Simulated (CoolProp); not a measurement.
Vapour-liquid equilibrium of R22 (1) + R134a (2) at 1310 kPa; x and y are mole fractions of (1).

The numbers come from the multi-fluid Helmholtz-energy mixture model, Kamei 1995 and Tillner-Roth 1994; pair parameters Bell 2016 in CoolProp.

```
x     bubble temperature (°C)  y at the bubble point  dew temperature at overall composition x (°C)  liquid density (mol/L)
----  -----------------------  ---------------------  ---------------------------------------------  ----------------------
0.05                     48.6                  0.070                                           48.9                   10.93
0.15                     46.4                  0.199                                           47.3                   11.16
0.25                     44.5                  0.317                                           45.6                   11.40
0.35                     42.6                  0.426                                           43.9                   11.63
0.45                     41.0                  0.527                                           42.2                   11.88
0.55                     39.4                  0.622                                           40.6                   12.13
0.65                     38.0                  0.712                                           39.0                   12.39
0.75                     36.7                  0.797                                           37.4                   12.65
0.85                     35.4                  0.880                                           35.9                   12.93
0.95                     34.2                  0.960                                           34.4                   13.22
```

No azeotrope shows between x = 0.05 and 0.95.

The pair parameters rest on a limited set of measurements; away from them the model extrapolates.
